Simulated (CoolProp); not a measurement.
1-butene along the isotherm 156.25 °C: density (kg/m³) from the reference equation and from simpler models built on Tc = 146.1 °C, pc = 4.006 MPa, ω = 0.192; each cubic takes its own stable root.

The numbers come from the reference Helmholtz-energy equation of state, Lemmon 2005 in CoolProp. It is a short technical equation, of lower accuracy than the large ones.

```
p (MPa)          phase  reference
-------  -------------  ---------
0.019              gas     0.2990
0.036              gas     0.5674
0.0683             gas      1.079
0.129              gas      2.049
0.245              gas      3.928
0.465              gas      7.598
0.882              gas      14.98
1.67               gas      30.83
3.17               gas      73.84
6.01     supercritical      358.8
```

Question: How far does each simpler model (ideal gas, van der Waals, Redlich-Kwong, Soave-Redlich-Kwong) lie from the reference over these 10 states: mean and median of the absolute difference, and the worst?

Answer: 
- ideal gas: mean 13.6 %, median 2.9 %, worst -73.7 % at 156.25 °C and 6.01 MPa
- van der Waals: mean 3.6 %, median 0.4 %, worst -26.8 % at 156.25 °C and 6.01 MPa
- Redlich-Kwong: mean 1.7 %, median 0.1 %, worst -15.1 % at 156.25 °C and 6.01 MPa
- Soave-Redlich-Kwong: mean 2.0 %, median 0.1 %, worst -16.8 % at 156.25 °C and 6.01 MPa
